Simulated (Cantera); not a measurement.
Feed: 1 mol MgCO3, 0.22 mol H2O, a varied amount of H2, held at 1850 °C and 0.00133 bar.

Method: chemical equilibrium by Gibbs-energy minimisation in Cantera with the NASA 1993 tables (ideal gas, pure condensed phases). Candidate condensed phases: C, C6H6, C7H8, C8H18, H2O, Mg, MgCO3, MgO, Mg(OH)2; 116 gas species. Kinetics and transport are ignored.

x: gas mole fraction; n: condensed amount in mol.

| n(H2) (mol) | x CO2 | x H2O | x CO | x H2 | x O2 | x H | x Mg | x OH | x O | n MgO(s) |
|---|---|---|---|---|---|---|---|---|---|---|
| 0.06 | 0.517 | 0.169 | 0.184 | 0.0120 | 0.0714 | 0.0108 | 0.00424 | 0.0188 | 0.0119 | 0.994 |
| 0.27 | 0.413 | 0.262 | 0.214 | 0.0270 | 0.0340 | 0.0162 | 0.00615 | 0.0194 | 0.00823 | 0.990 |
| 0.47 | 0.320 | 0.320 | 0.242 | 0.0482 | 0.0159 | 0.0216 | 0.00900 | 0.0177 | 0.00562 | 0.983 |
| 0.68 | 0.239 | 0.353 | 0.263 | 0.0775 | 0.00747 | 0.0274 | 0.0131 | 0.0154 | 0.00386 | 0.973 |
| 0.89 | ? | 0.366 | 0.273 | ? | ? | ? | ? | ? | ? | 0.959 |
| 1.1 | 0.136 | 0.367 | 0.272 | 0.146 | 0.00227 | 0.0376 | 0.0238 | 0.0117 | 0.00213 | 0.940 |
| 1.3 | ? | 0.362 | 0.266 | ? | ? | ? | ? | ? | ? | 0.919 |
| 1.5 | 0.0868 | 0.355 | 0.257 | 0.209 | 0.00104 | 0.0450 | 0.0352 | 0.00944 | 0.00144 | 0.896 |

Q: What belongs in the gaps?

A: 
- 0.89, x CO2: 0.178
- 0.89, x H2: 0.111
- 0.89, x O2: 0.00390
- 0.89, x H: 0.0328
- 0.89, x Mg: 0.0181
- 0.89, x OH: 0.0133
- 0.89, x O: 0.00279
- 1.3, x CO2: 0.107
- 1.3, x H2: 0.179
- 1.3, x O2: 0.00148
- 1.3, x H: 0.0416
- 1.3, x Mg: 0.0294
- 1.3, x OH: 0.0104
- 1.3, x O: 0.00172
